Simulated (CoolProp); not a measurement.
A Linde-Hampson liquefier for normal hydrogen: isothermal reversible compression at 300 K from 1 atm to 30 MPa, throttling to 1 atm, return gas leaving the recuperator 5 K below the feed. Each further row changes one setting.

Values from CoolProp's reference Helmholtz-energy equation of state, Leachman 2009.

```json
[
 {"case": "as stated", "compression work (kJ/kg of gas)": "7270"},
 {"case": "high pressure 60 MPa", "compression work (kJ/kg of gas)": "8360"},
 {"case": "warm-end temperature 330 K", "compression work (kJ/kg of gas)": "7970"},
 {"case": "warm-end gap 10 K", "compression work (kJ/kg of gas)": "7270"}
]
```
